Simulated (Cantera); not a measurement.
A Cantera script and what it prints.

```python
import numpy as np
import cantera as ct

gas_names = [...]  # 123 gases of nasa_gas.yaml made of C, H, O, Si
cond_names = """
    C(gr) C6H6(L) C7H8(L) C8H18(L),n-octa H2O(s) H2O(L) Si(cr) Si(L) SiC(b) SiO2(Lqz) SiO2(hqz) SiO2(L)
""".split()


# ... load() reads the species with a 1 bar reference pressure and builds the phases ...
atoms = {
    'Si': {'Si': 1},
    'CO2': {'C': 1, 'O': 2},
    'H2': {'H': 2},
    'CH4': {'C': 1, 'H': 4},
}
top_T = {'C(gr)': 4500, 'SiC(b)': 3050}  # K; cautious upper limits of use, not melting points


# ... equilibrate(T, P, feed) seeds the gas with the atoms and calls Mixture.equilibrate('TP', solver="vcs", rtol=1e-11, max_steps=5000) ...
results = []
feed = {'Si': 1, 'CO2': 0.17, 'H2': 39, 'CH4': 1.7}  # mol
P = 100000  # Pa
for T in [1750, 1775, 1800, 1825, 1850, 1875, 1900, 1925, 1950, 1975, 2000, 2025, 2050, 2075]:
    mix = equilibrate(T, P, feed)
    results.append((T, P, feed, dict(zip(mix.species_names, mix.species_moles))))

top = {s: max(r[3][s] / sum(r[3][g] for g in gas_names) for r in results) for s in gas_names}
cols = sorted((s for s in top if top[s] > 1e-06), key=lambda s: -top[s])[:8]
seen = [c for c in cond_names if any(r[3].get(c, 0) > 1e-12 for r in results)]
print("log10 of partial pressures in bar; condensed amounts in mol")
print(f"{'T/K':>10s}" + "".join(f"{s[:9]:>10s}" for s in cols + seen))
for T, P, feed, n in results:
    ng = sum(n[g] for g in gas_names)
    print(f"{T:10.4g}" + "".join(f"{np.log10(max(n[s] / ng * P / 1e5, 1e-99)):10.3f}" for s in cols)
          + "".join(f"{n.get(c, 0):10.4g}" for c in seen))
```

Result:

```
log10 of partial pressures in bar; condensed amounts in mol
       T/K        H2        CO         H C2H2,acet       CH4       SiO       CH3      SiH2     C(gr)    SiC(b)
      1750    -0.004    -2.101    -3.635    -3.944    -3.047    -4.421    -5.372    -6.406    0.4849    0.9984
      1775    -0.004    -2.101    -3.540    -3.851    -3.085    -4.388    -5.315    -6.274    0.4859    0.9982
      1800    -0.004    -2.102    -3.448    -3.760    -3.122    -4.357    -5.260    -6.146    0.4862    0.9981
      1825    -0.004    -2.102    -3.358    -3.672    -3.158    -4.326    -5.207    -6.022    0.4856    0.9979
      1850    -0.004    -2.102    -3.271    -3.587    -3.192    -4.297    -5.155    -5.901    0.4842    0.9978
      1875    -0.004    -2.102    -3.186    -3.503    -3.226    -4.268    -5.104    -5.783    0.4818    0.9976
      1900    -0.004    -2.103    -3.103    -3.422    -3.259    -4.240    -5.055    -5.669    0.4785    0.9974
      1925    -0.004    -2.103    -3.022    -3.344    -3.291    -4.212    -5.007    -5.557     0.474    0.9972
      1950    -0.004    -2.103    -2.943    -3.267    -3.322    -4.186    -4.961    -5.448    0.4683     0.997
      1975    -0.005    -2.103    -2.866    -3.192    -3.352    -4.160    -4.916    -5.343    0.4613    0.9967
      2000    -0.005    -2.104    -2.791    -3.119    -3.382    -4.135    -4.872    -5.240    0.4529    0.9964
      2025    -0.005    -2.104    -2.718    -3.048    -3.410    -4.110    -4.829    -5.139    0.4429    0.9961
      2050    -0.005    -2.104    -2.647    -2.979    -3.439    -4.086    -4.787    -5.041    0.4312    0.9957
      2075    -0.005    -2.105    -2.577    -2.912    -3.466    -4.063    -4.746    -4.946    0.4175    0.9953
```

These are equilibrium values from Cantera (NASA tables, ideal gas, pure condensed phases), not measurements of a reactor. Gases not in the tables: Si2H6 and higher silanes.
